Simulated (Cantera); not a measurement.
## Ignition delay

Mixture: 3.10 % CH4, 4.34 % CO, 19.5 % O2, 73.1 % N2, at 1.20 bar, adiabatic and at constant volume. Ignition delay is the time to a rise of 400 K.

Computed with Cantera and GRI-Mech 3.0 (53 species, 325 reactions).

| T0 (K) | delay (ms) |
|---|---|
| 1175 | 29.9 |
| 1250 | 9.88 |
| 1325 | 3.69 |
| 1400 | 1.57 |
| 1475 | 0.761 |
| 1550 | 0.411 |
| 1625 | 0.241 |

The apparent activation energy between 1475 and 1625 K is 150 kJ/mol.
